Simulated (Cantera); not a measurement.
# Thermodynamics of silicon etching in halogen gases, feed Si + Cl2

Input: 1 mol Si, 2.2 mol Cl2, held at 1523 K and 0.000870 bar.

These are equilibrium values from Cantera (NASA tables, ideal gas, pure condensed phases), not measurements of a reactor. Candidate condensed phases: Si; 9 gas species. The tables' values for SiCl3 are old estimates; treat these amounts as uncertain. The numbers say what is thermodynamically allowed, not how fast it happens.

* **x(SiCl4)**: 0.708
* **x(Cl)**: 0.269
* **x(Cl2)**: 0.0136
* **x(SiCl3)**: 0.00873
* **x(SiCl2)**: 0.000321
* **gas amount**: 1.394 mol
* **log10 activity of Si(s) (absent)**: -9.27
